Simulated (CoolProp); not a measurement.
A single-stage vapour-compression cycle with cis-2-butene: evaporating at 286.15 K (dew point), condensing at 347.15 K (bubble point), superheat 5 K, subcooling 0 K, compressor efficiency 0.6, no pressure losses. Each further row changes one setting.

Values from CoolProp's reference Helmholtz-energy equation of state, Lemmon 2005. It is a short technical equation, of lower accuracy than the large ones.

| case | cooling COP | pressure ratio | discharge temperature (K) | refrigerating effect (kJ/kg) | volumetric capacity (kJ/m³) |
|---|---|---|---|---|---|
| as stated | 2.15 | 5.70 | 379.5 | 269 | 934 |
| evaporating temperature 291.15 K | 2.43 | 4.79 | 376.2 | 275 | 1120 |
| condensing temperature 342.15 K | 2.41 | 5.07 | 373.5 | 282 | 977 |
| subcooling 5 K | 2.25 | 5.70 | 379.5 | 282 | 977 |
| superheat 15 K | 2.18 | 5.70 | 390.0 | 284 | 948 |
| compressor efficiency 0.5 | 1.79 | 5.70 | 392.4 | 269 | 934 |
